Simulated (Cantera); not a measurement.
A closed system holds: 1 mol Si, 0.74 mol Br₂, 1.1 mol H₂, equilibrated at 1227 °C and 5.80 Pa.

Method: chemical equilibrium by Gibbs-energy minimisation in Cantera with the NASA 1993 tables (ideal gas, pure condensed phases). The tables' values for SiBr, SiBr₃ are old estimates; treat these amounts as uncertain. Equilibrium is a limit: real reactors are often held back by kinetics, nucleation or transport.

```csv
species,before,after
H₂,0.467,0.479
SiBr₂,0.242,0.273
HBr,0.215,0.231
Br,0.0731,0.0136
SiBr₄,7.64e-6,0.000320
SiHBr₃,1.07e-6,4.28e-5
Si,0.000181,5.54e-6
SiBr₃,0.000313,0.00215
H,0.00158,0.000279
SiBr,0.00130,0.000241
"Si(s), mol",0.534,0.489
```
Gas species are given as mole fractions.

Question: What was changed between the two runs?
A) temperature from 1227 °C to 1177 °C
B) temperature from 1227 °C to 1425 °C
C) pressure from 5.80 Pa to 1.90 mbar
D) H₂ from 1.1 to 0.16 mol

Answer: C, pressure from 5.80 Pa to 1.90 mbar. The tables' values for SiBr₃, SiBr are old estimates; treat these amounts as uncertain
